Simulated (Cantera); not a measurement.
A closed system holds: 1 mol Si, 2.3 mol Cl₂, 15 mol H₂, at 1423 K and 1 atm.

Method: chemical equilibrium by Gibbs-energy minimisation in Cantera with the NASA 1993 tables (ideal gas, pure condensed phases). Candidate condensed phases: Si; 19 gas species. The tables' values for SiCl₃ are old estimates; treat these amounts as uncertain. Rates play no part.

Question: What is the equilibrium state?

Answer: 
```
Property                              Value
--------------------------------  ---------
x(H₂)                                 0.840
x(HCl)                                0.100
x(SiCl₂)                             0.0205
x(SiCl₄)                             0.0173
x(SiHCl₃)                            0.0113
x(SiCl₃)                            0.00948
x(SiH₂Cl₂)                          0.00112
x(SiH₃Cl)                           3.23e-5
x(H)                                6.05e-6
gas amount                        16.72 mol
log10 activity of Si(s) (absent)      -0.24
```
